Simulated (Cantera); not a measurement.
An isothermal, constant-pressure homogeneous reactor starts with CH4 : N2 = 1 : 9.3 (molar parts), at 1375 K and 0.898 atm. Integrator tolerance rtol = 1e-08.

Model: GRI-Mech 3.0 (53 species, 325 reactions), integrated in Cantera. GRI-Mech 3.0 stops at C3 and has no aromatics, soot or wall deposition, so with more carbon than oxygen in the feed, carbon stays in small species such as C2H2 where larger ones or solid carbon would form.

Problem. What does this change do: temperature 1375 to 1800 K?

Solution. 
| quantity | before | after |
|---|---|---|
| x(CH4) at 5.00 s | 0.0753 (gas-phase equilibrium 0.0145) | 0.000526 (gas-phase equilibrium 0.000287) |
| x(H) at 5.00 s | 2.73e-7 (gas-phase equilibrium 1.21e-6) | 0.000137 (gas-phase equilibrium 0.000137) |
| x(H2) at 5.00 s | 0.0291 (gas-phase equilibrium 0.112) | 0.132 (gas-phase equilibrium 0.132) |
| x(C2H) at 5.00 s | 7.00e-11 (gas-phase equilibrium 1.17e-10) | 4.00e-7 (gas-phase equilibrium 1.18e-7) |
| x(CH3) at 5.00 s | 1.39e-5 (gas-phase equilibrium 3.12e-6) | 1.10e-5 (gas-phase equilibrium 6.01e-6) |
| x(C2H4) at 5.00 s | 0.000635 (gas-phase equilibrium 0.00150) | 0.000122 (gas-phase equilibrium 3.61e-5) |
| x(HCN) at 5.00 s | 4.74e-11 (gas-phase equilibrium 0.0457) | 1.85e-5 (gas-phase equilibrium 0.0623) |

Problem. What does this change do: temperature 1375 to 1475 K?

Solution. 
```
quantity                                              before                                     after
-----------------  -----------------------------------------  ----------------------------------------
x(CH4) at 5.00 s       0.0753 (gas-phase equilibrium 0.0145)    0.0210 (gas-phase equilibrium 0.00544)
x(H) at 5.00 s       2.73e-7 (gas-phase equilibrium 1.21e-6)   3.62e-6 (gas-phase equilibrium 4.84e-6)
x(H2) at 5.00 s         0.0291 (gas-phase equilibrium 0.112)       0.103 (gas-phase equilibrium 0.125)
x(C2H) at 5.00 s   7.00e-11 (gas-phase equilibrium 1.17e-10)  1.90e-9 (gas-phase equilibrium 9.24e-10)
x(CH3) at 5.00 s     1.39e-5 (gas-phase equilibrium 3.12e-6)   1.49e-5 (gas-phase equilibrium 4.25e-6)
x(C2H4) at 5.00 s   0.000635 (gas-phase equilibrium 0.00150)  0.00118 (gas-phase equilibrium 0.000612)
x(HCN) at 5.00 s     4.74e-11 (gas-phase equilibrium 0.0457)    5.63e-9 (gas-phase equilibrium 0.0527)
```
